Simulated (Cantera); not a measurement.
Charge: 1 mol SF6, 6.7 mol H2O, 0.096 mol H2, held at 3148 K and 75.0 Torr.

These are equilibrium values from Cantera (NASA tables, ideal gas, pure condensed phases), not measurements of a reactor. Candidate condensed phases: H2O, H2SO4, S; 43 gas species. Rates play no part.

Base state: HF 0.374, H 0.189, O 0.129, OH 0.0681, H2 0.0599, H2O 0.0584, O2 0.0494, SO 0.0323 (mole fractions); condensed: gas only.

Task: What changes in the equilibrium state with this change: SF6 replaced by NF3?

Result: 
| species | before | after |
|---|---|---|
| H | 0.189 | 0.243 |
| HF | 0.374 | 0.208 |
| O | 0.129 | 0.143 |
| H2O | 0.0584 | 0.107 |
| N2 | 0 | 0.0323 |
| SO | 0.0323 | 0 |
| SO2 | 0.0205 | 0 |
| S | 0.0101 | 0 |
| H2 | 0.0599 | 0.0994 |
| OH | 0.0681 | 0.0969 |
| O2 | 0.0494 | 0.0604 |
| NO | 0 | 0.00615 |
| SH | 0.000731 | 0 |
| S2 | 7.03e-5 | 0 |
